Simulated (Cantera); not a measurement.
Mixture: 6.06 % CH4, 26.1 % O2, 67.9 % N2, at 34.5 atm, adiabatic and at constant pressure. Ignition delay is the time to a rise of 400 K.

Detailed kinetics in Cantera: GRI-Mech 3.0 (53 species, 325 reactions). The pressure lies above the range GRI-Mech 3.0 was tuned for (to about 10 atm).

Question: Predict: delay at 1175 K; delay at 1275 K; delay at 1375 K; delay at 1475 K; delay at 1575 K; apparent activation energy between 1475 and 1575 K.

Answer: 
```
Quantity                                                 Value
--------------------------------------------------  ----------
delay at 1175 K                                        1.07 ms
delay at 1275 K                                       0.318 ms
delay at 1375 K                                       0.113 ms
delay at 1475 K                                        45.4 µs
delay at 1575 K                                        20.3 µs
apparent activation energy between 1475 and 1575 K  160 kJ/mol
```
